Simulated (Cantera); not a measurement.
Feed: 1 mol SiH2Cl2, 12 mol NO, 1.1 mol N2, held at 1275 °C and 7.50 Torr.

Cantera equilibrium calculation (NASA polynomials, part measured and part estimated; ideal gas, pure solids and liquids). Candidate condensed phases: H2O, NH4Cl, Si, SiO2, Si2N2O, Si3N4; 47 gas species. The tables hold silica as quartz up to 1696 K and as liquid above; real silica turns to tridymite and cristobalite and melts near 1996 K. Kinetics and transport are ignored.

Base state: N2 0.499, O2 0.344, HCl 0.110, Cl 0.0282, H2O 0.0153, NO 0.00156, Cl2 0.00125, OH 0.000164 (mole fractions); condensed: SiO2(β-quartz).

Q: What changes in the equilibrium state with this change: pressure from 7.50 Torr to 44.3 Torr?

A: 
```
species                before    after
-------------------  --------  -------
N2                      0.499    0.501
O2                      0.344    0.346
HCl                     0.110    0.114
Cl                     0.0282   0.0199
Cl2                   0.00125  0.00367
H2O                    0.0153   0.0136
O                     4.47e-5  1.85e-5
ClO                   3.84e-5  6.59e-5
OH                   0.000164  9.95e-5
SiO2(β-quartz), mol      1.00     1.00
```
